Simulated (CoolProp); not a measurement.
R407C along the isobar 6.51 MPa: Z from the reference equation and from simpler models built on Tc = 359.3 K, pc = 4.632 MPa, ω = 0.363; each cubic takes its own stable root.

Values from CoolProp's reference Helmholtz-energy equation of state, Lemmon 2003. It is a pseudo-pure fit of the blend.

| T (K) | phase | reference |
|---|---|---|
| 354.4 | liquid | 0.2172 |
| 375.2 | supercritical | 0.3107 |
| 396 | supercritical | 0.5440 |
| 416.8 | supercritical | 0.6619 |
| 437.6 | supercritical | 0.7365 |
| 458.4 | supercritical | 0.7895 |
| 479.2 | supercritical | 0.8294 |
| 500 | supercritical | 0.8606 |

### Question
How far does each simpler model (van der Waals, Redlich-Kwong) lie from the reference over these 8 states: mean and median of the absolute difference, and the worst?

### Answer
- van der Waals: mean 14.5 %, median 7.9 %, worst +51.3 % at 354.4 K and 6.51 MPa
- Redlich-Kwong: mean 6.7 %, median 3.5 %, worst +23.0 % at 354.4 K and 6.51 MPa
